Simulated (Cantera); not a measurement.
## SiCl4 + HCl + H2 (chlorosilane synthesis and conversion)

Input: 1 mol SiCl4, 4 mol HCl, 2.1 mol H2, equilibrated at 1 atm.

These are equilibrium values from Cantera (NASA tables, ideal gas, pure condensed phases), not measurements of a reactor. Candidate condensed phases: Si; 19 gas species. The tables' values for SiCl3 are old estimates; treat these amounts as uncertain. Rates play no part.

From 950 K to 1550 K nothing is condensed. The main Si-bearing gas is SiCl4 throughout.

```csv
T (K),x HCl,x H2,x SiCl4,x SiCl3
950,0.564,0.295,0.141,5.45e-6
1000,0.564,0.295,0.140,1.65e-5
1050,0.564,0.295,0.140,4.46e-5
1100,0.565,0.295,0.140,0.000110
1150,0.565,0.294,0.139,0.000250
1200,0.566,0.293,0.138,0.000527
1250,0.567,0.292,0.137,0.00104
1300,0.568,0.291,0.135,0.00194
1350,0.570,0.289,0.133,0.00341
1400,0.574,0.286,0.129,0.00566
1450,0.578,0.282,0.123,0.00887
1500,0.585,0.276,0.116,0.0131
1550,0.594,0.267,0.106,0.0180
```
x: gas mole fraction; nothing condenses.
